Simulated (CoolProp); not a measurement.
n-hexane along the isobar 1.14 MPa: fugacity coefficient from the reference equation and from simpler models built on Tc = 234.7 °C, pc = 3.044 MPa, ω = 0.300; each cubic takes its own stable root.

Values from CoolProp's reference Helmholtz-energy equation of state, Thol 2019.

```tsv
T (°C)	phase	reference	van der Waals	Redlich-Kwong
205.75	gas	?	0.8726	0.8520
216.75	gas	0.8543	0.8794	0.8614
227.75	gas	?	0.8858	0.8700
238.75	gas	0.8751	0.8917	0.8779
249.75	gas	0.8841	0.8972	0.8853
260.75	gas	0.8922	0.9024	0.8921
271.75	gas	?	0.9072	0.8983
282.85	gas	?	0.9117	0.9042
293.85	gas	0.9129	0.9160	0.9096
304.85	gas	?	0.9199	?
315.85	gas	0.9240	0.9237	0.9194
326.85	gas	0.9290	?	0.9238
```

**Question.** Some entries are withheld; supply them.

**Answer.** 
- 205.75, reference: 0.8422
- 227.75, reference: 0.8652
- 271.75, reference: 0.8997
- 282.85, reference: 0.9066
- 304.85, reference: 0.9187
- 304.85, Redlich-Kwong: 0.9147
- 326.85, van der Waals: 0.9272
